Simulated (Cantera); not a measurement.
Feed: 1 mol HCl, 4.5 mol O2, at 1.70 mbar.

Cantera equilibrium calculation (NASA polynomials, part measured and part estimated; ideal gas, pure solids and liquids). Candidate condensed phases: H2O; 14 gas species. Equilibrium is a limit: real reactors are often held back by kinetics, nucleation or transport.

x: gas mole fraction; nothing condenses.

```tsv
T (°C)	x O2	x HCl	x H2O	x Cl2	x Cl
500	0.815	0.113	0.0359	0.0359	2.25e-5
550	0.815	0.125	0.0300	0.0299	6.60e-5
600	0.816	0.134	0.0252	0.0251	0.000170
650	0.816	0.141	0.0214	0.0212	0.000394
700	0.816	0.147	(withheld)	(withheld)	(withheld)
750	0.816	0.151	0.0161	0.0153	0.00163
800	0.816	0.154	0.0143	(withheld)	(withheld)
850	0.815	0.156	0.0132	0.0107	0.00502
900	0.814	0.157	0.0126	0.00861	0.00797
950	0.812	0.157	0.0126	0.00667	0.0119
1000	0.810	0.155	0.0132	0.00495	0.0165
1050	0.808	0.152	0.0144	0.00352	0.0218
1100	0.805	0.148	0.0162	0.00244	0.0276
```

Q: Complete the blanks.

A: 
- 800, x Cl2: 0.0129
- 800, x Cl: 0.00296
- 700, x H2O: 0.0184
- 700, x Cl2: 0.0180
- 700, x Cl: 0.000834
